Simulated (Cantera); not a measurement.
Thermodynamics of fluorocarbon and chlorocarbon gases, feed CH3Cl + Si + H2 + F2

Feed: 1 mol CH3Cl, 0.42 mol Si, 0.16 mol H2, 0.02 mol F2, held at 0.0100 bar.

Cantera equilibrium calculation (NASA polynomials, part measured and part estimated; ideal gas, pure solids and liquids). Candidate condensed phases: C, C6H6, C7H8, C8H18, Si, SiC; 143 gas species. The tables' values for SiCl3, SiF3, SiF2 are old estimates; treat these amounts as uncertain. Rates play no part.

```json
[
 {"T (°C)": "475", "log p H2": "-2.09", "log p HCl": "-3.51", "log p SiCl4": "-2.91", "log p CH4": "-3.66", "log p SiF4": "-4.28", "log p SiCl2": "-9.70", "log p HF": "-7.90", "n C(graphite)": "0.784", "n SiC(s)": "0.174"},
 {"T (°C)": "525", "log p H2": "-2.09", "log p HCl": "-3.29", "log p SiCl4": "-2.94", "log p CH4": "-4.03", "log p SiF4": "-4.29", "log p SiCl2": "-8.86", "log p HF": "-7.41", "n C(graphite)": "0.798", "n SiC(s)": "0.184"},
 {"T (°C)": "575", "log p H2": "-2.10", "log p HCl": "-3.10", "log p SiCl4": "-2.97", "log p CH4": "-4.38", "log p SiF4": "-4.29", "log p SiCl2": "-8.12", "log p HF": "-6.98", "n C(graphite)": "0.794", "n SiC(s)": "0.198"},
 {"T (°C)": "625", "log p H2": "-2.11", "log p HCl": "-2.93", "log p SiCl4": "-3.02", "log p CH4": "-4.71", "log p SiF4": "-4.30", "log p SiCl2": "-7.47", "log p HF": "-6.61", "n C(graphite)": "0.780", "n SiC(s)": "0.216"},
 {"T (°C)": "675", "log p H2": "-2.13", "log p HCl": "-2.80", "log p SiCl4": "-3.08", "log p CH4": "-5.02", "log p SiF4": "-4.31", "log p SiCl2": "-6.90", "log p HF": "-6.28", "n C(graphite)": "0.759", "n SiC(s)": "0.239"},
 {"T (°C)": "725", "log p H2": "-2.15", "log p HCl": "-2.68", "log p SiCl4": "-3.15", "log p CH4": "-5.30", "log p SiF4": "-4.31", "log p SiCl2": "-6.41", "log p HF": "-5.98", "n C(graphite)": "0.735", "n SiC(s)": "0.264"},
 {"T (°C)": "775", "log p H2": "-2.17", "log p HCl": "-2.59", "log p SiCl4": "-3.25", "log p CH4": "-5.57", "log p SiF4": "-4.32", "log p SiCl2": "-5.97", "log p HF": "-5.72", "n C(graphite)": "0.708", "n SiC(s)": "0.291"},
 {"T (°C)": "825", "log p H2": "-2.19", "log p HCl": "-2.51", "log p SiCl4": "-3.38", "log p CH4": "-5.82", "log p SiF4": "-4.33", "log p SiCl2": "-5.60", "log p HF": "-5.48", "n C(graphite)": "0.681", "n SiC(s)": "0.318"},
 {"T (°C)": "875", "log p H2": "-2.21", "log p HCl": "-2.46", "log p SiCl4": "-3.54", "log p CH4": "-6.05", "log p SiF4": "-4.35", "log p SiCl2": "-5.27", "log p HF": "-5.26", "n C(graphite)": "0.657", "n SiC(s)": "0.343"},
 {"T (°C)": "925", "log p H2": "-2.23", "log p HCl": "-2.41", "log p SiCl4": "-3.72", "log p CH4": "-6.26", "log p SiF4": "-4.36", "log p SiCl2": "-5.00", "log p HF": "-5.07", "n C(graphite)": "0.637", "n SiC(s)": "0.363"},
 {"T (°C)": "975", "log p H2": "-2.25", "log p HCl": "-2.39", "log p SiCl4": "-3.95", "log p CH4": "-6.44", "log p SiF4": "-4.38", "log p SiCl2": "-4.78", "log p HF": "-4.89", "n C(graphite)": "0.622", "n SiC(s)": "0.378"},
 {"T (°C)": "1025", "log p H2": "-2.26", "log p HCl": "-2.37", "log p SiCl4": "-4.19", "log p CH4": "-6.61", "log p SiF4": "-4.41", "log p SiCl2": "-4.59", "log p HF": "-4.72", "n C(graphite)": "0.613", "n SiC(s)": "0.387"}
]
```
log p: log10 of the partial pressure in bar; n: condensed amount in mol.

From 475 °C to 1025 °C the condensed part is C(graphite) + SiC(s). The main Si-bearing gas is SiCl4 throughout. The share of Si in condensed phases is highest at 1025 °C (92.2 %) and lowest at 475 °C (41.4 %).
